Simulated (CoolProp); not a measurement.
A single-stage vapour-compression cycle with R21: evaporating at 312.15 K (dew point), condensing at 347.15 K (bubble point), superheat 8 K, subcooling 0 K, compressor efficiency 0.8, no pressure losses. Each further row changes one setting.

Values from CoolProp's reference Helmholtz-energy equation of state, Platzer 1990. This equation is an older, rougher fit; its heat capacities, sound speeds and derivatives of the liquid may be far off and weren't checked against measurements.

```tsv
case	cooling COP	pressure ratio	discharge temperature (K)	refrigerating effect (kJ/kg)	volumetric capacity (kJ/m³)
as stated	[?]	2.59	374.6	189	2240
evaporating temperature 317.15 K	7.54	2.23	371.3	[?]	2610
condensing temperature 342.15 K	[?]	[?]	367.3	194	2310
subcooling 5 K	6.45	2.59	374.6	194	2310
superheat 18 K	[?]	2.59	385.2	195	2230
compressor efficiency 0.7	5.48	2.59	380.3	189	2240
```

### Question
Some entries are withheld; supply them.

### Answer

- as stated, cooling COP: 6.26
- evaporating temperature 317.15 K, refrigerating effect (kJ/kg): 191
- condensing temperature 342.15 K, cooling COP: 7.44
- condensing temperature 342.15 K, pressure ratio: 2.29
- superheat 18 K, cooling COP: 6.24
